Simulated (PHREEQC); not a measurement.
A solution holds 7.4e-05 mol/kgw Ag2SO4 and 0.3 mol/kgw KNO3, at 25 °C. Closed to the air; pH follows from the charge balance.

The numbers come from PHREEQC with the ion-association model, wateq4f.dat.

Each row changes one thing in this solution. Precipitation was switched off in this run.

```json
[
 {"case": "as made", "pH": "6.97", "Ag+ (mol/kgw)": "0.000138", "AgOH (mol/kgw)": "8.72e-10", "SI of Ag2O (Ag2O)": "-6.63"},
 {"case": "KNO3 left out", "pH": "7.00", "Ag+ (mol/kgw)": "0.000148", "AgOH (mol/kgw)": "1.45e-9", "SI of Ag2O (Ag2O)": "…"},
 {"case": "diluted 10-fold with water", "pH": "6.99", "Ag+ (mol/kgw)": "1.46e-5", "AgOH (mol/kgw)": "1.21e-10", "SI of Ag2O (Ag2O)": "…"},
 {"case": "KNO3 from 0.3 to 0.45 mol/kgw", "pH": "6.96", "Ag+ (mol/kgw)": "0.000135", "AgOH (mol/kgw)": "8.06e-10", "SI of Ag2O (Ag2O)": "-6.67"},
 {"case": "Ag2SO4 replaced by AgNO3 at the same molality", "pH": "6.97", "Ag+ (mol/kgw)": "6.92e-5", "AgOH (mol/kgw)": "4.36e-10", "SI of Ag2O (Ag2O)": "-7.24"}
]
```

Task: Some entries are withheld; supply them.

Result: 
- KNO3 left out, SI of Ag2O (Ag2O): -6.26
- diluted 10-fold with water, SI of Ag2O (Ag2O): -8.41

Complexes and solids missing from the database can't appear.
